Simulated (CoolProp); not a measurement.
Values from CoolProp's reference Helmholtz-energy equation of state, Lemmon 2005.

Task: Give the vapour pressure (kPa), vapour density (kg/m³), enthalpy of vaporisation (kJ/kg), surface tension (mN/m) of saturated R125 at 228.6, 300.2 K.

Result: 
```tsv
T (K)	p (kPa)	vapour density (kg/m³)	enthalpy of vaporisation (kJ/kg)	surface tension (mN/m)
228.6	120	7.97	162	13.1
300.2	1450	96.3	108	3.61
```

Surface tension comes from a separate correlation (Mulero 2012).
